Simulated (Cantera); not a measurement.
## Thermodynamics of boron, boron nitride and boron oxide, feed BF3 + N2 + H2

Charge: 1 mol BF3, 0.3 mol N2, a varied amount of H2, at 1448.15 K and 6.60 Torr.

Equilibrium computed with Cantera from the NASA thermochemical tables; the gas is ideal and each condensed phase is pure. Candidate condensed phases: B, BN; 31 gas species. N2 is the only nitrogen source here; it is nearly inert below about 1500 K, so the nitride shown seldom forms there in practice. The tables' values for BF2 are old estimates; treat these amounts as uncertain. Rates play no part.

From 7 mol H2 to 200 mol H2 the condensed part is BN(s). The main B-bearing gas is BF3 throughout. The share of B in condensed phases is highest at 200 mol H2 (24.7 %) and lowest at 7 mol H2 (5.7 %).

| n(H2) (mol) | x H2 | x BF3 | x N2 | x HF | x BHF2 | x BF2 | n BN(s) |
|---|---|---|---|---|---|---|---|
| 7 | 0.830 | 0.110 | 0.0327 | 0.0238 | 0.00208 | 0.00110 | 0.0567 |
| 9.7 | 0.870 | 0.0820 | 0.0242 | 0.0210 | 0.00184 | 0.000952 | 0.0664 |
| 14 | 0.905 | 0.0578 | 0.0170 | 0.0179 | 0.00157 | 0.000799 | 0.0790 |
| 19 | 0.927 | 0.0427 | 0.0125 | 0.0156 | 0.00137 | 0.000687 | 0.0911 |
| 27 | 0.947 | 0.0298 | 0.00871 | 0.0131 | 0.00116 | 0.000575 | 0.107 |
| 37 | 0.960 | 0.0214 | 0.00622 | 0.0112 | 0.000987 | 0.000487 | 0.123 |
| 52 | 0.970 | 0.0148 | 0.00428 | 0.00937 | 0.000826 | 0.000406 | 0.143 |
| 73 | 0.978 | 0.0102 | 0.00292 | 0.00779 | 0.000688 | 0.000337 | 0.166 |
| 100 | 0.983 | 0.00711 | 0.00203 | 0.00652 | 0.000578 | 0.000282 | 0.189 |
| 140 | 0.988 | 0.00480 | 0.00136 | 0.00536 | 0.000477 | 0.000232 | 0.216 |
| 200 | 0.991 | 0.00313 | 0.000877 | 0.00433 | 0.000386 | 0.000188 | 0.247 |
x: gas mole fraction; n: condensed amount in mol.
